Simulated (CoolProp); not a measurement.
Vapour-liquid equilibrium of R22 (1) + acetone (2) at 0.207 MPa; x and y are mole fractions of (1).

Computed with CoolProp (multi-fluid Helmholtz-energy mixture model, Kamei 1995 and Lemmon 2006; pair parameters Bell 2016).

```json
[
 {"x": "0.05", "bubble temperature, mixture model (°C)": "(withheld)", "bubble temperature, Raoult's law (°C)": "56.0", "y, mixture model": "(withheld)", "y, Raoult's law": "0.537"},
 {"x": "0.2", "bubble temperature, mixture model (°C)": "(withheld)", "bubble temperature, Raoult's law (°C)": "20.9", "y, mixture model": "0.804", "y, Raoult's law": "0.901"},
 {"x": "0.35", "bubble temperature, mixture model (°C)": "(withheld)", "bubble temperature, Raoult's law (°C)": "4.2", "y, mixture model": "0.908", "y, Raoult's law": "0.964"},
 {"x": "0.5", "bubble temperature, mixture model (°C)": "(withheld)", "bubble temperature, Raoult's law (°C)": "-6.0", "y, mixture model": "(withheld)", "y, Raoult's law": "0.984"},
 {"x": "0.65", "bubble temperature, mixture model (°C)": "-4.8", "bubble temperature, Raoult's law (°C)": "-13.2", "y, mixture model": "(withheld)", "y, Raoult's law": "0.993"},
 {"x": "0.8", "bubble temperature, mixture model (°C)": "-15.4", "bubble temperature, Raoult's law (°C)": "-18.7", "y, mixture model": "0.998", "y, Raoult's law": "0.997"},
 {"x": "0.95", "bubble temperature, mixture model (°C)": "-22.8", "bubble temperature, Raoult's law (°C)": "-23.0", "y, mixture model": "1.000", "y, Raoult's law": "0.999"}
]
```

Question: Some entries are withheld; supply them.

Answer: 
- 0.05, bubble temperature, mixture model (°C): 60.1
- 0.05, y, mixture model: 0.448
- 0.2, bubble temperature, mixture model (°C): 34.3
- 0.35, bubble temperature, mixture model (°C): 20.2
- 0.5, bubble temperature, mixture model (°C): 7.5
- 0.5, y, mixture model: 0.962
- 0.65, y, mixture model: 0.989

The largest gap from Raoult's law is +16.0 K in bubble temperature, at x = 0.35. No azeotrope shows between x = 0.05 and 0.95.

The pair parameters rest on a limited set of measurements; away from them the model extrapolates. With so large a gap from Raoult's law the liquid may split in two, which this calculation doesn't test in full.
